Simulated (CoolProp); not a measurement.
Vapour-liquid equilibrium of n-pentane (1) + cyclohexane (2) at 66.25 °C; x and y are mole fractions of (1).

Model: multi-fluid Helmholtz-energy mixture model, Thol 2019 and Zhou 2014; pair parameters Bell 2016, in CoolProp.

| x | bubble pressure, mixture model (kPa) | bubble pressure, Raoult's law (kPa) | y, mixture model | y, Raoult's law |
|---|---|---|---|---|
| 0.05 | … | 73.78 | 0.187 | 0.173 |
| 0.125 | 91.48 | 88.16 | 0.376 | 0.363 |
| 0.2 | … | 102.5 | 0.506 | 0.499 |
| 0.275 | 121.7 | 116.9 | 0.602 | 0.602 |
| 0.35 | 136.0 | 131.3 | … | 0.682 |
| 0.425 | 150.1 | 145.7 | 0.736 | 0.747 |
| 0.5 | 163.9 | 160.1 | 0.786 | 0.800 |
| 0.575 | 177.5 | 174.5 | 0.828 | 0.844 |
| 0.65 | 191.1 | 188.8 | 0.866 | 0.881 |
| 0.725 | 204.8 | 203.2 | 0.899 | 0.913 |
| 0.8 | 218.5 | 217.6 | 0.930 | 0.941 |
| 0.875 | 232.4 | 232.0 | 0.958 | 0.965 |
| 0.95 | 246.4 | 246.4 | 0.984 | 0.987 |

Complete the blanks.


- 0.05, bubble pressure, mixture model (kPa): 75.39
- 0.2, bubble pressure, mixture model (kPa): 106.9
- 0.35, y, mixture model: 0.676

The largest gap from Raoult's law is +4.3 % in bubble pressure, at x = 0.2. No azeotrope shows between x = 0.05 and 0.95.

Pair parameters are fitted to limited data, so mixtures are less certain than the pure fluids.
